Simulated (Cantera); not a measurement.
A closed system holds: 1 mol B₂O₃, 21 mol H₂, 0.71 mol N₂, equilibrated at 1523 K.

Equilibrium computed with Cantera from the NASA thermochemical tables; the gas is ideal and each condensed phase is pure. Candidate condensed phases: B, BN, B₂O₃, B₃O₃H₃, H₂O; 39 gas species. Mutual solubility and eutectic melting of coexisting phases are not modelled. Gases not in the tables: H₃BO₃. Rates play no part.

Q: Which condensed phases are stable at each of these points (P (Pa)): 10, 32, 100, 320, 1000, 3200, 10000, 32000, 100000?

A: 
| P (Pa) | condensed phases | B condensed (%) |
|---|---|---|
| 10 | gas only | 0.0 |
| 32 | gas only | 0.0 |
| 100 | gas only | 0.0 |
| 320 | B₂O₃(l) | 45.2 |
| 1000 | B₂O₃(l) | 75.6 |
| 3200 | BN(s) + B₂O₃(l) | 88.5 |
| 10000 | BN(s) + B₂O₃(l) | 94.0 |
| 32000 | BN(s) + B₂O₃(l) | 96.6 |
| 100000 | BN(s) + B₂O₃(l) | 97.9 |

From 10.0 Pa to 1.00 mbar nothing is condensed. From 3.20 mbar to 10.0 mbar the condensed part is B₂O₃(l). From 32.0 mbar to 1.00 bar the condensed part is BN(s) + B₂O₃(l).
